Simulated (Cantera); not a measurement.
A closed system holds: 1 mol FeCl2, 3.8 mol O2, 0.17 mol H2, equilibrated at 850 °C and 170 Pa.

Cantera equilibrium calculation (NASA polynomials, part measured and part estimated; ideal gas, pure solids and liquids). Candidate condensed phases: Fe, FeCl2, FeCl3, FeO, Fe(OH)2, Fe(OH)3, Fe2O3, Fe3O4, H2O; 22 gas species. Equilibrium is a limit: real reactors are often held back by kinetics, nucleation or transport.

Base state: O2 0.723, Cl2 0.160, HCl 0.0786, Cl 0.0195, FeCl3 0.00954, FeCl2 0.00881, H2O 0.000210, ClO 3.14e-5 (mole fractions); condensed: Fe2O3(s).

Task: What changes in the equilibrium state with this change: temperature from 850 °C to 1350 °C?

Result: 
```
species          before     after
-------------  --------  --------
O2                0.723     0.717
FeCl2           0.00881     0.125
Cl               0.0195    0.0906
Cl2               0.160  0.000881
HCl              0.0786    0.0621
O               9.07e-8  0.000391
OH              3.01e-7  0.000256
FeCl3           0.00954  0.000265
H2O            0.000210   0.00331
ClO             3.14e-5   6.72e-5
Fe2O3(s), mol     0.461         0
Fe3O4(s), mol         0     0.127
```
